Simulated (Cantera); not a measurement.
Charge: 1 mol Si₃N₄, 0.0066 mol H₂O, 520 mol H₂, equilibrated at 0.170 bar.

Equilibrium computed with Cantera from the NASA thermochemical tables; the gas is ideal and each condensed phase is pure. Candidate condensed phases: H₂O, Si, SiO₂, Si₂N₂O, Si₃N₄; 35 gas species. Mutual solubility and eutectic melting of coexisting phases are not modelled. Gases not in the tables: Si₂H₆ and higher silanes. Rates play no part.

log p: log10 of the partial pressure in bar; n: condensed amount in mol.

| T (K) | log p H₂ | log p N₂ | log p H | log p Si | log p SiH₂ | log p SiH | log p SiO | n Si₂N₂O(s) | n Si₃N₄(s) | n Si(s) | n Si(l) |
|---|---|---|---|---|---|---|---|---|---|---|---|
| 950 | -0.77 | -6.16 | -9.64 | <-12 | <-12 | <-12 | <-12 | 0.00660 | 0.996 | 0 | 0 |
| 1025 | -0.77 | -6.15 | -8.75 | <-12 | <-12 | <-12 | <-12 | 0.00660 | 0.996 | 0 | 0 |
| 1100 | -0.77 | -6.15 | -7.97 | <-12 | -11.56 | <-12 | <-12 | 0.00660 | 0.996 | 0 | 0 |
| 1175 | -0.77 | -6.15 | [?] | <-12 | [?] | [?] | [?] | 0.00660 | 0.996 | 0 | 0 |
| 1250 | -0.77 | -6.14 | -6.70 | -11.58 | -8.78 | -10.93 | -9.50 | 0.00660 | 0.996 | 0 | 0 |
| 1325 | -0.77 | -6.02 | -6.17 | -10.03 | -7.70 | -9.55 | -8.16 | 0.00658 | 0.995 | 0.000932 | 0 |
| 1400 | -0.77 | [?] | [?] | [?] | [?] | [?] | [?] | 0.00640 | 0.988 | [?] | 0 |
| 1475 | -0.77 | -4.54 | -5.27 | -8.24 | -6.74 | -8.07 | -6.33 | 0.00517 | 0.953 | 0.127 | 0 |
| 1550 | -0.77 | -3.91 | -4.89 | -7.48 | -6.32 | -7.44 | -5.67 | 0 | 0.812 | 0.555 | 0 |
| 1625 | -0.77 | -3.34 | -4.54 | -6.79 | -5.95 | -6.87 | -5.67 | 0 | 0.299 | 2.09 | 0 |
| 1700 | -0.77 | -3.19 | -4.22 | -6.17 | -5.62 | -6.36 | -5.67 | 0 | 0 | 0 | 2.98 |
| 1775 | -0.77 | -3.19 | -3.92 | -5.66 | -5.37 | -5.96 | -5.67 | 0 | 0 | 0 | 2.97 |
| 1850 | -0.77 | -3.19 | -3.65 | -5.19 | -5.15 | -5.58 | -5.67 | 0 | 0 | 0 | 2.94 |
| 1925 | -0.77 | -3.19 | -3.41 | -4.76 | -4.94 | -5.23 | -5.67 | 0 | 0 | 0 | 2.88 |

Question: Fill in the missing entries.

Answer: 
- 1400, log p N₂: -5.24
- 1400, log p H: -5.70
- 1400, log p Si: -9.08
- 1400, log p SiH₂: -7.19
- 1400, log p SiH: -8.77
- 1400, log p SiO: -7.20
- 1400, n Si(s): 0.0227
- 1175, log p H: -7.30
- 1175, log p SiH₂: -10.08
- 1175, log p SiH: -12.57
- 1175, log p SiO: -11.05
